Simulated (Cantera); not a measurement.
Cantera run, input and output.

```python
import numpy as np
import cantera as ct

gas = ct.Solution("gri30.yaml")
gas.TPX = 698, 300000, {'CO': 1, 'H2': 0.33, 'CH4': 1.4, 'O2': 2.31, 'N2': 8.69, 'CO2': 0.96}
flame = ct.FreeFlame(gas, width=0.019)
flame.set_refine_criteria(ratio=3, slope=0.08, curve=0.16)
flame.transport_model = "mixture-averaged"
flame.solve(loglevel=0, auto=True)
z, T = flame.grid, flame.T
thick = (T[-1] - T[0]) / np.gradient(T, z).max()
show = ['CO', 'H2', 'CH4', 'NO', 'H2O2', 'C2H2']
print(f"laminar burning velocity  {flame.velocity[0] * 100:.3f} cm/s")
print(f"burnt temperature         {T[-1]:.1f} K")
print(f"thermal thickness         {thick * 1e3:.4f} mm")
print(f"grid points               {len(z)}")
z0 = z[flame.heat_release_rate.argmax()]
print(f"{'z/mm':>9s}{'T/K':>9s}{'u/(m/s)':>9s}" + "".join(f"{s:>11s}" for s in show))
rows = []
for k in (-3, -2, -1.5, -1, -0.5, -0.25, 0, 0.25, 0.5, 1, 2, 4, 8):
    zz = z0 + k * thick
    rows.append([k * thick, np.interp(zz, z, T), np.interp(zz, z, flame.velocity),
                 *(np.interp(zz, z, flame.X[gas.species_index(s)]) for s in show)])
    print(f"{rows[-1][0] * 1e3:9.3f}{rows[-1][1]:9.1f}{rows[-1][2]:9.3f}" + "".join(f"{x:11.3e}" for x in rows[-1][3:]))
```

Result:

```
laminar burning velocity  59.712 cm/s
burnt temperature         2146.4 K
thermal thickness         0.2165 mm
grid points               138
     z/mm      T/K  u/(m/s)         CO         H2        CH4         NO       H2O2       C2H2
   -0.650    699.2    0.599  6.798e-02  2.402e-02  9.503e-02  3.180e-09  9.108e-08  9.354e-08
   -0.433    707.4    0.607  6.796e-02  2.608e-02  9.415e-02  2.982e-08  8.054e-07  1.084e-06
   -0.325    730.9    0.629  6.827e-02  2.819e-02  9.213e-02  1.267e-07  3.014e-06  5.118e-06
   -0.217    841.0    0.729  7.091e-02  3.169e-02  8.386e-02  8.760e-07  1.277e-05  3.523e-05
   -0.108   1242.5    1.091  8.485e-02  3.664e-02  5.469e-02  6.123e-06  2.017e-05  2.254e-04
   -0.054   1587.8    1.405  1.002e-01  3.910e-02  2.902e-02  1.239e-05  4.333e-06  5.248e-04
    0.000   1896.8    1.688  1.154e-01  3.938e-02  7.617e-03  2.244e-05  1.399e-06  8.624e-04
    0.054   2036.1    1.813  1.194e-01  3.713e-02  9.632e-04  3.705e-05  3.479e-07  3.950e-04
    0.108   2075.0    1.844  1.174e-01  3.600e-02  1.020e-04  4.963e-05  1.405e-07  8.650e-05
    0.217   2097.6    1.861  1.150e-01  3.611e-02  2.184e-06  6.163e-05  7.439e-08  4.767e-06
    0.433   2116.5    1.875  1.146e-01  3.642e-02  1.933e-08  6.848e-05  4.239e-08  8.814e-08
    0.866   2131.8    1.888  1.149e-01  3.650e-02  2.063e-10  7.127e-05  1.917e-08  9.835e-10
    1.732   2141.1    1.895  1.152e-01  3.654e-02  6.794e-12  7.203e-05  6.960e-09  1.611e-11
```

Detailed kinetics in Cantera: GRI-Mech 3.0 (53 species, 325 reactions). Burning velocities carry a grid error of a few per cent, more on coarse grids.
